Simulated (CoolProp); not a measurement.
Aqueous potassium acetate as a coolant, at 28 °C, 1 atm.

Model: Melinder's fits for secondary coolants, in CoolProp.

| mass % | freezing point (°C) | conductivity (W/(m K)) | density (kg/m³) | cp (kJ/(kg K)) | viscosity (mPa s) |
|---|---|---|---|---|---|
| 3.6 | -1.3 | 0.599 | 1017 | 4.045 | 0.910 |
| 7.2 | -3.1 | 0.587 | 1035 | 3.919 | 0.995 |
| 10.8 | -5.0 | 0.574 | 1052 | 3.802 | 1.09 |
| 14.3 | -7.1 | 0.562 | 1069 | 3.693 | 1.19 |
| 17.9 | -9.5 | 0.550 | 1087 | 3.586 | 1.31 |
| 21.4 | -12.5 | 0.538 | 1106 | 3.485 | 1.45 |
| 25 | -16.2 | 0.526 | 1126 | 3.384 | 1.61 |
| 28.6 | -21.0 | 0.515 | 1146 | 3.284 | 1.80 |
| 32.1 | -26.6 | 0.504 | 1166 | 3.189 | 2.04 |
